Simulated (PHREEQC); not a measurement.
# Brine: speciation

Consider water at 25 °C with 0.89 mol/kgw MgSO4 and 0.51 mol/kgw NaCl. Closed to the air; pH follows from the charge balance.

Computed with PHREEQC (Pitzer model, pitzer.dat).

This is a speciation only: nothing precipitates in the calculation.

Question: Estimate the activity of water.

Answer: activity of water 0.963.
